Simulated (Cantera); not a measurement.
**Catalytic combustion on Pt**

An isothermal plug-flow reactor at 850 K and 110000 Pa (inlet), inlet velocity 3.9 m/s, active area per volume 680 1/m; feed CH4 : O2 : N2 : H2O = 0.0048 : 0.016 : 0.79 : 0.0078 (molar parts), equivalence ratio 0.60.

Cantera simulation using Deutschmann's 1995 Pt surface mechanism with GRI-Mech 3.0 gas chemistry; the numbers are that mechanism's predictions, not measurements. Catalytic surfaces can have several steady states; this one follows from the mechanism file's or the stated starting coverage. Mass transfer to the wall is taken as infinitely fast.

| z (m) | x CH4 | x O2 | x H2O | x CO2 | x CO | θ free Pt | θ O* | θ OH* |
|---|---|---|---|---|---|---|---|---|
| 0.00026 | 0.00586 | 0.0195 | 0.00954 | 4.39e-6 | 2.47e-7 | 0.112 | 0.885 | 0.00268 |
| 0.00047 | 0.00586 | 0.0195 | 0.00955 | 7.96e-6 | 4.15e-7 | 0.112 | 0.885 | 0.00269 |
| 0.00083 | 0.00585 | 0.0195 | 0.00956 | 1.41e-5 | 6.51e-7 | 0.112 | 0.885 | 0.00269 |
| 0.0015 | 0.00584 | 0.0195 | 0.00958 | 2.57e-5 | 9.56e-7 | 0.112 | 0.885 | 0.00269 |
| 0.0026 | 0.00582 | 0.0195 | 0.00962 | 4.50e-5 | 1.22e-6 | 0.113 | 0.885 | 0.00270 |
| 0.0047 | 0.00578 | 0.0194 | 0.00970 | 8.21e-5 | 1.39e-6 | 0.113 | 0.885 | 0.00271 |
| 0.0083 | 0.00572 | 0.0193 | 0.00982 | 0.000145 | 1.42e-6 | 0.113 | 0.884 | 0.00273 |
| 0.015 | 0.00560 | 0.0190 | 0.0101 | 0.000262 | 1.40e-6 | 0.113 | 0.884 | 0.00277 |
| 0.026 | 0.00541 | 0.0186 | 0.0104 | 0.000451 | 1.36e-6 | 0.114 | 0.883 | 0.00282 |
x: gas mole fraction; θ: surface coverage.
